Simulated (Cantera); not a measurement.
Mixture: 18.4 % CO, 2.21 % H₂, 8.29 % CH₄, 14.9 % O₂, 56.2 % N₂, equivalence ratio 1.8, at 1.00 bar, adiabatic and at constant volume. Ignition delay is the time to a rise of 400 K.

Model: GRI-Mech 3.0 (53 species, 325 reactions), integrated in Cantera.

Problem. Predict: delay at 1175 K; delay at 1225 K; delay at 1275 K; delay at 1325 K; delay at 1375 K; delay at 1425 K; delay at 1475 K; apparent activation energy between 1375 and 1475 K.

Solution. 
| Quantity | Value |
|---|---|
| delay at 1175 K | 10.1 ms |
| delay at 1225 K | 5.99 ms |
| delay at 1275 K | 3.59 ms |
| delay at 1325 K | 2.19 ms |
| delay at 1375 K | 1.37 ms |
| delay at 1425 K | 0.882 ms |
| delay at 1475 K | 0.586 ms |
| apparent activation energy between 1375 and 1475 K | 140 kJ/mol |
